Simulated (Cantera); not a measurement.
Mixture: 9.91 % CH₃OH, 19.0 % O₂, 64.8 % N₂, 6.24 % CO₂, at 4.50 bar, adiabatic and at constant pressure. Ignition delay is the time to a rise of 400 K.

Cantera simulation using GRI-Mech 3.0 (53 species, 325 reactions); the numbers are that mechanism's predictions, not measurements. GRI-Mech 3.0 was tuned for natural gas; its chemistry of methanol as a main component is partial and can be far from experiment.

Predict: delay at 1225 K; delay at 1275 K; delay at 1325 K; delay at 1375 K; delay at 1425 K; delay at 1475 K; apparent activation energy between 1375 and 1475 K.


- delay at 1225 K = 1.87 ms
- delay at 1275 K = 0.875 ms
- delay at 1325 K = 0.440 ms
- delay at 1375 K = 0.235 ms
- delay at 1425 K = 0.134 ms
- delay at 1475 K = 80.3 µs
- apparent activation energy between 1375 and 1475 K = 180 kJ/mol
